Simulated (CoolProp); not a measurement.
Vapour-liquid equilibrium of R113 (1) + benzene (2) at 391.1 K; x and y are mole fractions of (1).

Values from CoolProp's multi-fluid Helmholtz-energy mixture model, Marx 1992 and Thol 2012; pair parameters Bell 2016.

```json
[
 {"x": "0.05", "bubble pressure, mixture model (MPa)": "0.3204", "bubble pressure, Raoult's law (MPa)": "0.3039", "y, mixture model": "0.144", "y, Raoult's law": "0.107"},
 {"x": "0.2", "bubble pressure, mixture model (MPa)": "…", "bubble pressure, Raoult's law (MPa)": "0.3588", "y, mixture model": "0.401", "y, Raoult's law": "0.363"},
 {"x": "0.35", "bubble pressure, mixture model (MPa)": "…", "bubble pressure, Raoult's law (MPa)": "0.4138", "y, mixture model": "0.553", "y, Raoult's law": "0.551"},
 {"x": "0.5", "bubble pressure, mixture model (MPa)": "0.5157", "bubble pressure, Raoult's law (MPa)": "0.4687", "y, mixture model": "0.667", "y, Raoult's law": "0.695"},
 {"x": "0.65", "bubble pressure, mixture model (MPa)": "…", "bubble pressure, Raoult's law (MPa)": "0.5237", "y, mixture model": "0.767", "y, Raoult's law": "0.809"},
 {"x": "0.8", "bubble pressure, mixture model (MPa)": "…", "bubble pressure, Raoult's law (MPa)": "0.5786", "y, mixture model": "…", "y, Raoult's law": "0.901"},
 {"x": "0.95", "bubble pressure, mixture model (MPa)": "0.6397", "bubble pressure, Raoult's law (MPa)": "0.6336", "y, mixture model": "0.965", "y, Raoult's law": "0.977"}
]
```

Problem. Some entries are withheld; supply them.

Solution. 
- 0.2, bubble pressure, mixture model (MPa): 0.4030
- 0.35, bubble pressure, mixture model (MPa): 0.4650
- 0.65, bubble pressure, mixture model (MPa): 0.5604
- 0.8, bubble pressure, mixture model (MPa): 0.6014
- 0.8, y, mixture model: 0.865

The largest gap from Raoult's law is +12.4 % in bubble pressure, at x = 0.35. No azeotrope shows between x = 0.05 and 0.95.

The pair parameters rest on a limited set of measurements; away from them the model extrapolates.
